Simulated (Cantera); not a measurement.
A perfectly stirred reactor is fed with N2O : N2 = 1 : 3 (molar parts), at 3600 Pa; it is held at 1600 K, and followed from long to short residence time.

Model: GRI-Mech 3.0 (53 species, 325 reactions), integrated in Cantera. GRI-Mech 3.0 was tuned for natural gas; its chemistry of N2O as a main component is partial and can be far from experiment. Radical loss at walls, strong at low pressure, is not modelled. The temperature is held fixed by assumption; the heat of reaction is taken as removed at once.

Problem. What does this change do: temperature 1600 to 1050 K?

Solution. 
| quantity | before | after |
|---|---|---|
| x(N2O) at τ = 1.20 s | 0.0269 | 0.250 |
| x(O2) at τ = 1.20 s | 0.0702 | 0.000121 |
| x(N2) at τ = 1.20 s | 0.845 | 0.750 |
| x(NO) at τ = 1.20 s | 0.0577 | 1.35e-5 |
| x(O) at τ = 1.20 s | 0.000166 | 1.24e-7 |
| x(N2O) at τ = 21.0 ms | 0.218 | 0.250 |
| x(O2) at τ = 21.0 ms | 0.00999 | 2.01e-6 |
| x(N2) at τ = 21.0 ms | 0.764 | 0.750 |
| x(NO) at τ = 21.0 ms | 0.00853 | 2.25e-7 |
| x(O) at τ = 21.0 ms | 0.000173 | 1.18e-7 |
The mechanism lacks the step 2 NO + O2 → 2 NO2, which can matter for NO2 below about 1400 K.
